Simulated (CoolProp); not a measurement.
Vapour-liquid equilibrium of ethanol (1) + ethylbenzene (2) at 0.0527 MPa; x and y are mole fractions of (1).

Values from CoolProp's multi-fluid Helmholtz-energy mixture model, Schroeder 2014 and Zhou 2012; pair parameters Bell 2016.

### Question
Give the bubble temperature and the first vapour's composition at x = 0.425, 0.65, 0.725. Is there an azeotrope?

### Answer
x = 0.425: 337.9 K, y = 0.856; x = 0.65: 337.3 K, y = 0.866; x = 0.725: 337.0 K, y = 0.874. No azeotrope shows between x = 0.05 and 0.95.

The pair parameters rest on a limited set of measurements; away from them the model extrapolates. With so large a gap from Raoult's law the liquid may split in two, which this calculation doesn't test in full.
